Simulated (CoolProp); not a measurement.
Vapour-liquid equilibrium of sulfur dioxide (1) + toluene (2) at 120.95 °C; x and y are mole fractions of (1).

The numbers come from the multi-fluid Helmholtz-energy mixture model, Gao 2016 and Lemmon 2006; pair parameters Bell 2016 in CoolProp.

```tsv
x	bubble pressure, mixture model (bar)	bubble pressure, Raoult's law (bar)	y, mixture model	y, Raoult's law
0.05	2.602	3.373	0.489	0.620
0.125	4.765	6.411	0.731	0.816
0.2	7.209	9.448	0.829	0.886
0.275	9.867	12.49	0.880	0.922
0.35	12.68	15.52	0.911	0.944
0.425	15.59	18.56	0.931	0.958
0.5	18.56	21.60	0.946	0.969
0.575	21.58	24.64	0.957	0.977
0.65	24.67	27.68	0.965	0.983
0.725	27.86	30.71	0.973	0.988
0.8	31.20	33.75	0.980	0.992
0.875	34.81	36.79	0.987	0.995
0.95	38.83	39.83	0.994	0.998
```

The largest gap from Raoult's law is -25.7 % in bubble pressure, at x = 0.125. No azeotrope shows between x = 0.05 and 0.95.

The pair parameters rest on a limited set of measurements; away from them the model extrapolates.
